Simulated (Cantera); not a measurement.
An isothermal, constant-pressure homogeneous reactor starts with 31.2 % CH4, 68.8 % H2O, at 1873 K and 1.00 atm.

Cantera simulation using GRI-Mech 3.0 (53 species, 325 reactions); the numbers are that mechanism's predictions, not measurements.

One state of this run: x CH4 = 0.0626; x H2O = 0.535; x CO2 = 0.00135; x C2H4 = 0.00120; x OH = 4.52e-5. x: mole fraction; the columns are a selection and need not sum to one.

Task: Which value of t (s) does it belong to?
(A) 1.82
(B) 0.000600
(C) 0.0899
(D) 0.00163

Result: D, 0.00163
